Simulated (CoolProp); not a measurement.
Vapour-liquid equilibrium of CHF3 (R23) (1) + R22 (2) at 231.3 K; x and y are mole fractions of (1).

Model: multi-fluid Helmholtz-energy mixture model, Penoncello 2003 and Kamei 1995; pair parameters Bell 2016, in CoolProp.

```csv
x,"bubble pressure, mixture model (MPa)","bubble pressure, Raoult's law (MPa)","y, mixture model","y, Raoult's law"
0.05,0.1314,0.1246,0.293,0.265
0.2,0.2308,0.2090,0.645,0.631
0.35,0.3211,0.2935,0.781,0.786
0.5,0.4028,0.3779,0.856,0.872
0.65,0.4787,0.4623,0.906,0.927
0.8,0.5531,0.5467,0.948,0.965
0.95,0.6313,0.6312,0.987,0.992
```

The largest gap from Raoult's law is +10.4 % in bubble pressure, at x = 0.2. No azeotrope shows between x = 0.05 and 0.95.

The pair parameters rest on a limited set of measurements; away from them the model extrapolates.
